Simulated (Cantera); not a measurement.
**Low-pressure radical oxidation in H2/O2**

An isothermal, constant-pressure homogeneous reactor starts with H2 : O2 = 0.017 : 1 (molar parts), at 1400 K and 20.0 Torr.

Detailed kinetics in Cantera: the H2/O2 subset of GRI-Mech 3.0, which has no nitrogen chemistry. Radical loss at walls, strong at low pressure, is not modelled.

```tsv
t (s)	x H2	x O2	x OH	x O	x H2O2
0.00100	0.0148	0.982	0.000927	0.00117	1.05e-8
0.00363	0.000104	0.968	0.00213	0.0137	3.33e-8
0.0132	9.09e-5	0.970	0.00200	0.0119	3.20e-8
0.0477	5.87e-5	0.975	0.00161	0.00752	2.78e-8
0.173	1.94e-5	0.980	0.000928	0.00242	1.76e-8
0.628	3.09e-6	0.983	0.000371	0.000379	6.41e-9
2.28	3.92e-7	0.983	0.000132	4.78e-5	1.51e-9
8.27	7.26e-8	0.983	5.71e-5	8.87e-6	4.08e-10
30.0	4.74e-8	0.983	4.62e-5	5.79e-6	3.05e-10
```
x: mole fraction; the columns are a selection and need not sum to one.

Equilibrium at this temperature and pressure: H2 4.73e-8, O2 0.983, OH 4.61e-5, O 5.78e-6, H2O2 3.05e-10 (gas phase only).
